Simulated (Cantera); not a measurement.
An isothermal, constant-pressure homogeneous reactor starts with 16.1 % C2H6, 83.9 % N2, at 1750 K and 100000 Pa.

Model: GRI-Mech 3.0 (53 species, 325 reactions), integrated in Cantera. GRI-Mech 3.0 stops at C3 and has no aromatics, soot or wall deposition, so with more carbon than oxygen in the feed, carbon stays in small species such as C2H2 where larger ones or solid carbon would form.

One state of this run: x C2H6 = 4.57e-7; x C2H4 = 0.000945; x C2H = 4.03e-7; x CH3 = 3.78e-5; x C2H2 = 0.120. x: mole fraction; the columns are a selection and need not sum to one.

Problem. Which value of t (s) does it belong to?
(A) 5.00e-5
(B) 0.0707
(C) 0.302
(D) 0.0166

Solution. C, 0.302
